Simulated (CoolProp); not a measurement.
Dimethyl ether along the isotherm 328.2 K: Z from the reference equation and from simpler models built on Tc = 400.4 K, pc = 5337 kPa, ω = 0.196; each cubic takes its own stable root.

Model: reference Helmholtz-energy equation of state, Wu 2011, in CoolProp.

| p (kPa) | phase | reference | van der Waals | Redlich-Kwong | Peng-Robinson |
|---|---|---|---|---|---|
| 158 | gas | 0.9795 | 0.9857 | 0.9821 | 0.9798 |
| 360 | gas | 0.9521 | 0.9670 | 0.9584 | 0.9531 |
| 819 | gas | 0.8837 | 0.9215 | 0.9007 | 0.8880 |
| 1860 | liquid | 0.05142 | 0.7969 | 0.06003 | 0.05091 |
| 4240 | liquid | 0.1158 | 0.1860 | 0.1333 | 0.1139 |
| 9650 | liquid | 0.2576 | 0.3984 | 0.2901 | 0.2508 |
| 22000 | liquid | 0.5648 | 0.8448 | 0.6201 | 0.5428 |
| 50000 | liquid | 1.212 | 1.778 | 1.302 | 1.154 |

At some of these states van der Waals gives the other phase, because its saturation line lies elsewhere.
